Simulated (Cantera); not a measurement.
A perfectly stirred reactor is fed with H2 : O2 : N2 = 1 : 1.16 : 4.37 (molar parts), equivalence ratio 0.43, at 10.0 bar; it is adiabatic with a 350 K inlet, and is followed from long to short residence time, starting on the burning branch (τ in s: 0.2, 0.074, 0.028, 0.011, 0.004, 0.0015, 0.00057, 0.00022, 8.2e-05, 3.1e-05).

Cantera simulation using the H2/O2 subset of GRI-Mech 3.0, which has no nitrogen chemistry; the numbers are that mechanism's predictions, not measurements. The hydrogen kinetics of GRI-Mech 3.0 are dated; newer H2 mechanisms differ, most at raised pressure.

One state of this run: T (K) = 1530; x H2 = 0.00118; x O2 = 0.110; x H2O = 0.164; x HO2 = 5.73e-5; x O = 4.04e-5; x OH = 0.000291; x H = 9.71e-6. x: mole fraction; the columns are a selection and need not sum to one.

Problem. Which value of τ (s) does it belong to?
(A) 0.074
(B) 0.0015
(C) 0.028
(D) 0.011

Solution. B, 0.0015
